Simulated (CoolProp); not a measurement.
A single-stage vapour-compression cycle with R1233zd(E): evaporating at 313.15 K (dew point), condensing at 376.15 K (bubble point), superheat 2 K, subcooling 2 K, compressor efficiency 0.9, no pressure losses. Each further row changes one setting.

Computed with CoolProp (reference Helmholtz-energy equation of state, Akasaka 2022).

| case | cooling COP | pressure ratio | discharge temperature (K) | refrigerating effect (kJ/kg) | volumetric capacity (kJ/m³) |
|---|---|---|---|---|---|
| as stated | 3.11 | 5.15 | 376.2 | 105 | 1220 |
| evaporating temperature 318.15 K | 3.54 | 4.41 | 376.2 | 109 | 1460 |
| condensing temperature 371.15 K | 3.54 | 4.62 | 371.1 | 112 | 1300 |
| subcooling 7 K | 3.32 | 5.15 | 376.2 | 112 | 1300 |
| superheat 12 K | 3.20 | 5.15 | 382.0 | 114 | 1270 |
| compressor efficiency 0.8 | 2.77 | 5.15 | 376.5 | 105 | 1220 |

The compression ends wet for: as stated; evaporating temperature 318.15 K; condensing temperature 371.15 K; subcooling 7 K.
